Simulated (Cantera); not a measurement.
A freely propagating, adiabatic, planar premixed flame of H2 : O2 : N2 : H2O = 1 : 0.893 : 3.36 : 0.74 (molar parts), equivalence ratio 0.56, unburnt at 475 K and 24000 Pa; mixture-averaged transport, grid criteria slope 0.08 and curve 0.16, no radiation.

Detailed kinetics in Cantera: the H2/O2 subset of GRI-Mech 3.0, which has no nitrogen chemistry. Burning velocities carry a grid error of a few per cent, more on coarse grids. Lean hydrogen flames are cellular in practice and burn faster than this planar one.

x: mole fraction of selected species; z is measured from the peak of heat release.

```
z (mm)       T (K)  u (m/s)        x H2        x O2  x H2O        x OH         x H      x H2O2
------  ----------  -------  ----------  ----------  -----  ----------  ----------  ----------
-6.62          475     1.58       0.167       0.149  0.123       <1e-8       <1e-8       <1e-8
-4.41          475     1.58       0.167       0.149  0.124       <1e-8       <1e-8       <1e-8
-3.31          475     1.58       0.166       0.149  0.124       <1e-8       <1e-8       <1e-8
-2.21          476     1.58       0.163       0.150  0.124       <1e-8       <1e-8     2.45e-7
-1.10          527     1.71       0.141       0.151  0.131     4.54e-5     5.12e-5     1.93e-5
-0.551         740     2.35       0.107       0.144  0.159    0.000412     0.00164     1.72e-5
0             1032     3.23      0.0608       0.121  0.212     0.00127     0.00774     3.57e-6
0.551   (withheld)     3.87  (withheld)  (withheld)  0.260  (withheld)  (withheld)  (withheld)
1.10          1362     4.22      0.0136      0.0815  0.281     0.00536      0.0110     2.43e-6
2.21          1480     4.57     0.00848      0.0761  0.293     0.00634     0.00658     1.29e-6
4.41          1574     4.83     0.00527      0.0739  0.301     0.00594     0.00281     6.33e-7
8.82          1634     5.00     0.00257      0.0730  0.307     0.00457    0.000870     3.26e-7
17.6          1665     5.08  (withheld)      0.0729  0.311  (withheld)  (withheld)  (withheld)
```

### Question
Complete the blanks.

### Answer

- 0.551, T (K): 1244
- 0.551, x H2: 0.0261
- 0.551, x O2: 0.0936
- 0.551, x OH: 0.00359
- 0.551, x H: 0.0121
- 0.551, x H2O2: 3.13e-6
- 17.6, x H2: 0.000986
- 17.6, x OH: 0.00298
- 17.6, x H: 0.000199
- 17.6, x H2O2: 1.67e-7
